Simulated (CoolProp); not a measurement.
Vapour-liquid equilibrium of propylene (1) + R22 (2) at 1.95 bar; x and y are mole fractions of (1).

Model: multi-fluid Helmholtz-energy mixture model, Lemmon 2013 and Kamei 1995; pair parameters Bell 2016, in CoolProp.

```tsv
x	bubble temperature (K)	y at the bubble point	dew temperature at overall composition x (K)	liquid density (mol/L)
0.05	246.4	0.084	246.8	15.69
0.2	244.1	0.283	245.1	15.41
0.35	242.7	0.434	243.4	15.13
0.5	241.7	0.561	242.1	14.86
0.65	241.0	0.680	241.2	14.60
0.8	240.8	0.804	240.8	14.35
0.95	240.9	0.946	240.9	14.11
```

y crosses x between x = 0.8 and 0.95: the model has an azeotrope there.

The pair parameters rest on a limited set of measurements; away from them the model extrapolates.
